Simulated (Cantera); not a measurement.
# Thermodynamics of hydrogen reduction and annealing atmospheres, feed V2O5 + H2

A closed system holds: 1 mol V2O5, 1700 mol H2, equilibrated at 1.00 bar.

Equilibrium computed with Cantera from the NASA thermochemical tables; the gas is ideal and each condensed phase is pure. Candidate condensed phases: H2O, V, VO, V2O3, V2O4, V2O5; 12 gas species. VO: taken at fixed stoichiometry. Condensed phases not in the tables: the oxides between V2O3 and V2O5 other than VO2. The numbers say what is thermodynamically allowed, not how fast it happens.

```
T (°C)   x H2       x H    x H2O      x VO       x V     x VO2      x OH  n V2O3(s)  n VO(s)  n VO(l)
------  -----  --------  -------  --------  --------  --------  --------  ---------  -------  -------
927     0.999   1.97e-7  0.00118    <1e-12    <1e-12    <1e-12  1.86e-12       1.00        0        0
1027    0.999   1.11e-6  0.00118    <1e-12    <1e-12    <1e-12  1.70e-11       1.00        0        0
1127    0.998   4.86e-6  0.00176  2.51e-12    <1e-12  1.64e-11  1.71e-10          0     2.00        0
1227    0.998   1.76e-5  0.00176  5.32e-11    <1e-12  1.87e-10  8.88e-10          0     2.00        0
1327    0.998   5.43e-5  0.00176  7.57e-10  1.90e-11   1.55e-9   3.76e-9          0     2.00        0
1427    0.998  0.000147  0.00176   7.78e-9  3.72e-10   9.91e-9   1.34e-8          0     2.00        0
1527    0.998  0.000358  0.00176   6.09e-8   5.17e-9   5.09e-8   4.18e-8          0     2.00        0
1627    0.997  0.000793  0.00176   3.79e-7   5.39e-8   2.18e-7   1.15e-7          0     2.00        0
1727    0.997   0.00162  0.00176   1.94e-6   4.39e-7   7.96e-7   2.87e-7          0     1.99        0
1827    0.995   0.00311  0.00176   7.97e-6   2.75e-6   2.41e-6   6.55e-7          0        0     1.98
```
x: gas mole fraction; n: condensed amount in mol.

From 927 °C to 1027 °C the condensed part is V2O3(s). From 1127 °C to 1727 °C the condensed part is VO(s). At 1827 °C the condensed part is VO(l).
